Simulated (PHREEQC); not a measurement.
Dissolve 0.44 mmol/kgw K3PO4 at 25 °C. Closed to the air; pH follows from the charge balance.

Computed with PHREEQC (ion-association model, wateq4f.dat).

This is a speciation only: nothing precipitates in the calculation.

**Question.** What pH, ionic strength does the model give?

**Answer.** pH 10.61; ionic strength 0.00178 mol/kgw.

**Question.** In which forms is P present?

**Answer.** HPO4-2 97 %, PO4-3 2.3 % of the P.

H3PO4, which wateq4f.dat lacks, is added to it with the constant of phreeqc.dat.
